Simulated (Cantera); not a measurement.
Cantera run:

```python
import numpy as np
import cantera as ct

gas_names = """
    Li OH H2
""".split()
cond_names = """
    Li2O(s) Li2O(L)
""".split()


def load(file, names, dense=False):
    # The tables refer to 1 bar. Condensed volumes are neglected.
    table = {s.name: s for s in ct.Species.list_from_file(file)}
    out = []
    for n in names:
        d = dict(table[n].input_data)
        d["thermo"] = dict(d["thermo"], **{"reference-pressure": 1e5})
        if dense:
            d["equation-of-state"] = {"model": "constant-volume", "density": "1e6 g/cm^3"}
        out.append(ct.Species.from_dict(d))
    return out


species = {s.name: s for s in load("nasa_gas.yaml", gas_names) + load("nasa_condensed.yaml", cond_names)}
# Each term lists the table entries of one substance; the one whose range holds T is used.
reactions = {
    '4 Li(g) + 2 OH(g) = 2 Li2O + H2(g)':
        [(-4, ['Li']), (-2, ['OH']), (2, ['Li2O(s)', 'Li2O(L)']), (1, ['H2'])],
}


def pick(names, T):
    return next(species[n] for n in names if species[n].thermo.min_temp <= T <= species[n].thermo.max_temp)


results = []
for label, terms in reactions.items():
    print(label)
    print("     T/K   dH/kJ  dS/(J/K)   dG/kJ   log10 K")
    for T in [1498, 1598, 1698, 1798, 1898, 1998, 2098]:
        used = [(nu, pick(names, T)) for nu, names in terms]
        dH = sum(nu * s.thermo.h(T) for nu, s in used) / 1e6
        dS = sum(nu * s.thermo.s(T) for nu, s in used) / 1e3
        dG = dH - T * dS / 1e3
        logK = -dG * 1e6 / (ct.gas_constant * T * np.log(10))
        results.append((label, T, dH, dS, dG, logK, [s.name for _, s in used]))
        print(f"{T:8g} {dH:8.1f} {dS:8.1f} {dG:8.1f} {logK:8.2f}")
```

Output:

```
4 Li(g) + 2 OH(g) = 2 Li2O + H2(g)
     T/K   dH/kJ  dS/(J/K)   dG/kJ   log10 K
    1498  -1854.0   -653.6   -874.9    30.51
    1598  -1846.3   -648.6   -809.8    26.47
    1698  -1838.4   -643.8   -745.1    22.92
    1798  -1830.4   -639.2   -681.0    19.78
    1898  -1705.0   -571.2   -620.8    17.08
    1998  -1696.7   -567.0   -563.9    14.74
    2098  -1688.5   -563.0   -507.4    12.63
```

Standard-state values (1 bar) from the NASA 1993 polynomials, evaluated with Cantera. Condensed species are held in their standard states even where they would react or evaporate.
